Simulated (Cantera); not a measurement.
A perfectly stirred reactor is fed with NH₃ : H₂ = 1 : 9.2 (molar parts), at 0.0109 atm; it is held at 2223 K, and followed from long to short residence time.

Model: the gas-phase N/H chemistry of the illustrative SiF4/NH3 mechanism in the Surface Chemkin manual (1991), integrated in Cantera. Walls and surfaces, which speed up NH3 decomposition in real reactors, are not modelled.

Task: What does this change do: H2 9.2 to 1.6 parts?

Result: 
```json
[
 {"quantity": "x(NH₃) at τ = 8.70 s", "before": "0.000209", "after": "0.00624"},
 {"quantity": "x(H₂) at τ = 8.70 s", "before": "0.926", "after": "0.851"},
 {"quantity": "x(H) at τ = 8.70 s", "before": "0.0303", "after": "0.00596"},
 {"quantity": "x(NH) at τ = 8.70 s", "before": "1.67e-5", "after": "2.27e-5"},
 {"quantity": "x(N) at τ = 8.70 s", "before": "3.04e-5", "after": "8.84e-6"},
 {"quantity": "x(NH₃) at τ = 0.190 s", "before": "0.0617", "after": "0.210"},
 {"quantity": "x(H₂) at τ = 0.190 s", "before": "0.919", "after": "0.725"},
 {"quantity": "x(H) at τ = 0.190 s", "before": "0.00264", "after": "0.00147"},
 {"quantity": "x(NH) at τ = 0.190 s", "before": "3.71e-5", "after": "5.97e-5"},
 {"quantity": "x(N) at τ = 0.190 s", "before": "5.82e-6", "after": "6.30e-6"}
]
```
